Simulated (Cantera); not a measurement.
A freely propagating, adiabatic, planar premixed flame of CH4 : C2H6 : C3H8 : O2 : N2 = 1 : 0.87 : 0.26 : 5.77 : 21.7 (molar parts), equivalence ratio 1.1, unburnt at 450 K and 500000 Pa; mixture-averaged transport, grid criteria slope 0.08 and curve 0.16, no radiation.

Detailed kinetics in Cantera: GRI-Mech 3.0 (53 species, 325 reactions). Burning velocities carry a grid error of a few per cent, more on coarse grids.

Question: What does this change do: inlet temperature 450 to 350 K?

Answer: 
| quantity | before | after |
|---|---|---|
| laminar burning velocity | 53.7 cm/s | 34.5 cm/s |
| thermal thickness | 0.0931 mm | 0.105 mm |
| peak x(H2) | 0.0216 | 0.0202 |
| peak x(OH) | 0.00657 | 0.00564 |
| peak x(CH3) | 0.00199 | 0.00170 |

Question: What does this change do: O2 5.77 to 7.3 parts?

Answer: 
```
quantity                     before      after
------------------------  ---------  ---------
laminar burning velocity  53.7 cm/s  70.1 cm/s
thermal thickness         0.0931 mm  0.0755 mm
peak x(H2)                   0.0216     0.0135
peak x(OH)                  0.00657     0.0105
peak x(CH3)                 0.00199    0.00188
```
